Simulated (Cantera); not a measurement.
Source: NASA polynomial tables (part measured, part estimated), evaluated in Cantera. Values are per mole of reaction as written; species without (g) are pure solids or liquids, kept so even where they would boil at 1 bar.

3 SiC₂(g) + 2 N₂(g) + 6 S₂(g) = Si₃N₄ + 6 CS₂(g), with ΔH° = -2658.7 kJ and ΔS° = -922.5 J/K at 300 K.

Task: How far is the shortcut ΔG° ≈ ΔH°(300 K) − T·ΔS°(300 K) from the full temperature-dependent value at 1223, 1248, 1273, 1298, 1323, 1348, 1373, 1398, 1423, 1448 K?

Result: 
```
T (K)  shortcut (kJ)  full (kJ)  difference (kJ)  difference in log10 K
-----  -------------  ---------  ---------------  ---------------------
1223         -1530.5    -1541.1             10.6                  -0.45
1248         -1507.4    -1518.9             11.4                  -0.48
1273         -1484.4    -1496.7             12.3                  -0.50
1298         -1461.3    -1474.5             13.2                  -0.53
1323         -1438.3    -1452.4             14.1                  -0.56
1348         -1415.2    -1430.3             15.1                  -0.59
1373         -1392.1    -1408.2             16.1                  -0.61
1398         -1369.1    -1386.2             17.1                  -0.64
1423         -1346.0    -1364.2             18.2                  -0.67
1448         -1322.9    -1342.2             19.3                  -0.69
```
The shortcut ignores the heat-capacity change of the reaction.
